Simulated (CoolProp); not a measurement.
A single-stage vapour-compression cycle with sulfur hexafluoride: evaporating at 233.15 K (dew point), condensing at 272.15 K (bubble point), superheat 8 K, subcooling 0 K, compressor efficiency 0.9, no pressure losses. Each further row changes one setting.

Computed with CoolProp (reference Helmholtz-energy equation of state, Guder 2009).

| case | cooling COP | pressure ratio | discharge temperature (K) | refrigerating effect (kJ/kg) | volumetric capacity (kJ/m³) |
|---|---|---|---|---|---|
| as stated | 4.11 | 3.57 | 282.5 | 74.6 | 2020 |
| evaporating temperature 238.15 K | 4.96 | … | 281.9 | 76.8 | … |
| condensing temperature 267.15 K | 4.93 | … | 277.4 | 79.6 | 2150 |
| subcooling 5 K | 4.39 | 3.57 | 282.5 | 79.6 | 2150 |
| superheat 18 K | 4.20 | 3.57 | 291.9 | 80.7 | 2070 |
| compressor efficiency 0.8 | … | 3.57 | 285.5 | 74.6 | 2020 |

Complete the blanks.


- evaporating temperature 238.15 K, pressure ratio: 2.96
- evaporating temperature 238.15 K, volumetric capacity (kJ/m³): 2490
- condensing temperature 267.15 K, pressure ratio: 3.10
- compressor efficiency 0.8, cooling COP: 3.65
